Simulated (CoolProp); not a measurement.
Vapour-liquid equilibrium of cyclohexane (1) + ethylbenzene (2) at 73.9 kPa; x and y are mole fractions of (1).

Computed with CoolProp (multi-fluid Helmholtz-energy mixture model, Zhou 2014 and Zhou 2012; pair parameters Bell 2016).

| x | bubble temperature, mixture model (K) | bubble temperature, Raoult's law (K) | y, mixture model | y, Raoult's law |
|---|---|---|---|---|
| 0.05 | 391.4 | 392.4 | 0.211 | 0.192 |
| 0.125 | 383.0 | 385.2 | 0.433 | 0.402 |
| 0.2 | 376.1 | 379.0 | 0.581 | 0.551 |
| 0.275 | 370.4 | 373.6 | 0.683 | 0.658 |
| 0.35 | 365.7 | 368.9 | 0.755 | 0.739 |
| 0.425 | 361.8 | 364.8 | 0.808 | 0.800 |
| 0.5 | 358.5 | 361.1 | 0.849 | 0.848 |
| 0.575 | 355.6 | 357.8 | 0.881 | 0.885 |
| 0.65 | 353.1 | 354.8 | 0.908 | 0.916 |
| 0.725 | 350.8 | 352.0 | 0.930 | 0.940 |
| 0.8 | 348.8 | 349.5 | 0.951 | 0.961 |
| 0.875 | 346.8 | 347.2 | 0.970 | 0.977 |
| 0.95 | 344.9 | 345.1 | 0.988 | 0.992 |

The largest gap from Raoult's law is -3.2 K in bubble temperature, at x = 0.35. No azeotrope shows between x = 0.05 and 0.95.

Pair parameters are fitted to limited data, so mixtures are less certain than the pure fluids.
